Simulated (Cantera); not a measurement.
A freely propagating, adiabatic, planar premixed flame of 52.2 % H2, 10.0 % O2, 37.8 % N2, unburnt at 550 K and 1.38 atm; mixture-averaged transport, grid criteria slope 0.08 and curve 0.16, no radiation.

Cantera simulation using the H2/O2 subset of GRI-Mech 3.0, which has no nitrogen chemistry; the numbers are that mechanism's predictions, not measurements. Burning velocities carry a grid error of a few per cent, more on coarse grids.

### Question
Predict: laminar burning velocity; thermal thickness; peak x(HO2); peak x(OH); peak x(H).

### Answer
```json
{
  "laminar_burning_velocity": "722 cm/s",
  "thermal_thickness": "0.295 mm",
  "peak x(HO2)": "0.000341",
  "peak x(OH)": "0.00201",
  "peak x(H)": "0.0709"
}
```
